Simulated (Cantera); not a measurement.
A jet of 6.06 % CH₄, 9.99 % O₂, 84.0 % N₂ at 300 K and 0.0920 bar hits a platinum plate 7.8 cm away at a mass flux of 0.085 kg/m²/s; the plate temperature is set and raised in steps from an oxygen-covered start.

Cantera simulation using Deutschmann's 1995 Pt surface mechanism with GRI-Mech 3.0 gas chemistry; the numbers are that mechanism's predictions, not measurements. Catalytic surfaces can have several steady states; this one follows from the mechanism file's or the stated starting coverage.

x: mole fraction at the wall; θ: surface coverage.

| plate T (K) | wall x CH₄ | wall x O₂ | wall x H₂O | wall x OH | wall x CO | wall x CO₂ | θ free Pt | θ CO* | θ C* |
|---|---|---|---|---|---|---|---|---|---|
| 950 | ___ | 0.00251 | 0.101 | <1e-8 | 0.0397 | 0.0215 | 0.731 | 0.265 | 0.00397 |
| 1000 | ___ | 0.00205 | 0.102 | <1e-8 | 0.0426 | 0.0195 | 0.833 | 0.163 | 0.00358 |
| 1050 | ___ | 0.00183 | 0.101 | <1e-8 | 0.0423 | 0.0205 | 0.906 | 0.0910 | 0.00244 |
| 1100 | 0.00323 | 0.00175 | 0.0983 | <1e-8 | 0.0401 | 0.0234 | 0.950 | 0.0481 | 0.00142 |
| 1150 | 0.00315 | 0.00175 | 0.0953 | 2.41e-8 | 0.0369 | 0.0273 | 0.973 | 0.0250 | 0.000774 |
| 1200 | 0.00314 | 0.00178 | 0.0919 | 5.76e-8 | 0.0332 | 0.0317 | 0.986 | 0.0131 | 0.000420 |

**Question.** Complete the blanks.

**Answer.** 
- 950, wall x CH₄: 0.00522
- 1000, wall x CH₄: 0.00406
- 1050, wall x CH₄: 0.00349
